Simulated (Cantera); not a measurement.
# Adiabatic ignition

An adiabatic, constant-volume homogeneous reactor starts with H₂ : O₂ : N₂ = 1 : 1.16 : 4.37 (molar parts), equivalence ratio 0.43, at 1648 K and 2.76 atm.

Detailed kinetics in Cantera: GRI-Mech 3.0 (53 species, 325 reactions). The hydrogen kinetics of GRI-Mech 3.0 are dated; newer H2 mechanisms differ, most at raised pressure.

```csv
t (s),T (K),P (bar),x H₂,x O₂,x N₂O,x OH,x NO₂,x NO,x H
2.00e-6,1649,2.80,0.152,0.177,7.58e-10,0.000238,<1e-12,1.35e-10,0.000782
7.96e-6,2391,3.88,0.0118,0.0974,8.45e-7,0.0272,5.66e-8,7.27e-5,0.0138
3.17e-5,2740,4.35,0.00401,0.102,2.05e-6,0.0206,6.07e-7,0.000593,0.00210
0.000126,2741,4.35,0.00390,0.101,2.07e-6,0.0202,2.63e-6,0.00258,0.00200
0.000502,2730,4.33,0.00381,0.0981,2.09e-6,0.0196,9.01e-6,0.00888,0.00190
0.00200,2714,4.30,0.00367,0.0938,2.21e-6,0.0186,1.85e-5,0.0185,0.00176
0.00796,2710,4.30,0.00365,0.0929,2.24e-6,0.0185,2.04e-5,0.0204,0.00173
0.0317,2710,4.30,0.00365,0.0929,2.24e-6,0.0185,2.04e-5,0.0204,0.00173
0.126,2710,4.30,0.00365,0.0929,2.24e-6,0.0185,2.04e-5,0.0204,0.00173
0.502,2710,4.30,0.00365,0.0929,2.24e-6,0.0185,2.04e-5,0.0204,0.00173
2.00,2710,4.30,0.00365,0.0929,2.24e-6,0.0185,2.04e-5,0.0204,0.00173
```
x: mole fraction; the columns are a selection and need not sum to one.

```yaml
time_of_steepest_temperature_rise: 3.48 µs
temperature at 2.00 s: 2710 K
equilibrium_temperature: 2710 K
x(H₂) at 2.00 s: 0.00365 (gas-phase equilibrium 0.00365)
x(O₂) at 2.00 s: 0.0929 (gas-phase equilibrium 0.0929)
x(N₂O) at 2.00 s: 2.24e-6 (gas-phase equilibrium 2.24e-6)
```
